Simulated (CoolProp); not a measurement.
Saturated liquid density (kg/m³) of ethanol: the reference equation beside estimates from Tc = 514.7 K, pc = 6268 kPa, ω = 0.644. Rackett uses Z = 0.29056 − 0.08775 ω.

Model: reference Helmholtz-energy equation of state, Schroeder 2014, in CoolProp.

```csv
T (K),reference,Rackett,van der Waals,Redlich-Kwong,Soave-Redlich-Kwong
358.4,729.6,810.0,386.4,560.5,615.7
366.4,721.3,797.7,381.1,551.2,607.2
374.5,712.5,784.8,375.6,541.4,598.1
382.5,703.5,771.9,370.0,531.4,588.6
390.6,693.9,758.4,364.1,520.9,578.5
398.7,683.8,744.5,358.1,510.0,567.8
406.7,673.2,730.4,351.8,498.7,556.6
414.8,661.9,715.6,345.3,486.9,544.5
422.8,650.0,700.4,338.5,474.7,531.8
430.9,637.1,684.4,331.3,461.7,518.1
439,623.5,667.7,323.7,448.1,503.4
```

Absolute difference from the reference over all 11 rows, mean and median: Rackett 9.0 and 8.9 %, van der Waals 47.6 and 47.6 %, Redlich-Kwong 25.5 and 25.4 %, Soave-Redlich-Kwong 17.1 and 17.0 %.
